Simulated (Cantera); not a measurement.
Feed: 1 mol trisilylamine, 1.6 mol NH3, at 1825 K and 7.50 Torr.

Equilibrium computed with Cantera from the NASA thermochemical tables; the gas is ideal and each condensed phase is pure. Candidate condensed phases: Si, Si3N4; 18 gas species. The feed counts by its element totals alone. Gases not in the tables: Si2H6 and higher silanes. Kinetics and transport are ignored.

Base state: H2 0.837, N2 0.158, H 0.00403, Si 0.000455, SiH 4.42e-5, SiH2 2.98e-5, Si2N 1.17e-5 (mole fractions); condensed: Si(l).

Task: What changes in the equilibrium state with this change: temperature from 1825 K to 1123.15 K?

Result: 
```json
[
 {"species": "H2", "before": "0.837", "after": "1.000"},
 {"species": "H", "before": "0.00403", "after": "4.27e-7"},
 {"species": "N2", "before": "0.158", "after": "2.23e-7"},
 {"species": "SiH2", "before": "2.98e-5", "after": "2.27e-9"},
 {"species": "Si", "before": "0.000455", "after": "<1e-9"},
 {"species": "SiH", "before": "4.42e-5", "after": "<1e-9"},
 {"species": "Si(l), mol", "before": "3.00", "after": "0"},
 {"species": "Si(s), mol", "before": "0", "after": "1.05"},
 {"species": "Si3N4(s), mol", "before": "0", "after": "0.650"}
]
```
Mutual solubility and eutectic melting of coexisting phases are not modelled.
